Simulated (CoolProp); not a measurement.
Computed with CoolProp (reference Helmholtz-energy equation of state, Lemmon 2013).

### Question
For propylene, give the phase and the speed of sound (m/s), Joule-Thomson coefficient (K/MPa), conductivity (mW/(m K)) at 236.5 K and 0.73 MPa; 575 K and 0.73 MPa.

### Answer
- 236.5 K and 0.73 MPa: liquid; speed of sound 1120, Joule-Thomson coefficient -0.371, conductivity 141
- 575 K and 0.73 MPa: gas; speed of sound 348, Joule-Thomson coefficient 2.91, conductivity 55.2

Thermal conductivity comes from a separate model (Huber 2003), an estimate that may be off by 10 % or more.
